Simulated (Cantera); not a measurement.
Input (Python, Cantera):

```python
import numpy as np
import cantera as ct

gas = ct.Solution("gri30.yaml")


def delay(T, t_max=10):
    gas.TPX = T, 1300000, {'CO': 1, 'H2': 0.65, 'O2': 0.982, 'N2': 3.69}
    reactor = ct.IdealGasReactor(gas, clone=False)
    net = ct.ReactorNet([reactor])
    net.rtol, net.atol = 1e-8, 1e-16
    while net.time < t_max:
        t_old, T_old = net.time, reactor.T
        net.step()
        if reactor.T > T + 400:  # ignition: a rise of 400 K
            return t_old + (T + 400 - T_old) / (reactor.T - T_old) * (net.time - t_old)
    return np.nan


taus = []
for T in [1275, 1325, 1375, 1425, 1475, 1525, 1575, 1625, 1675]:
    taus.append(delay(T))
    print(f"T0 = {T:6g} K   tau = {taus[-1]:.4e} s")
```

Output:

```
T0 =   1275 K   tau = 8.7854e-06 s
T0 =   1325 K   tau = 4.7093e-06 s
T0 =   1375 K   tau = 3.0999e-06 s
T0 =   1425 K   tau = 2.2791e-06 s
T0 =   1475 K   tau = 1.7896e-06 s
T0 =   1525 K   tau = 1.4680e-06 s
T0 =   1575 K   tau = 1.2430e-06 s
T0 =   1625 K   tau = 1.0788e-06 s
T0 =   1675 K   tau = 9.5558e-07 s
```

Computed with Cantera and GRI-Mech 3.0 (53 species, 325 reactions). The hydrogen kinetics of GRI-Mech 3.0 are dated; newer H2 mechanisms differ, most at raised pressure. The pressure lies above the range GRI-Mech 3.0 was tuned for (to about 10 atm). Where the delays flatten at high temperature, the 400 K rule measures the pace of heat release, not the induction time.
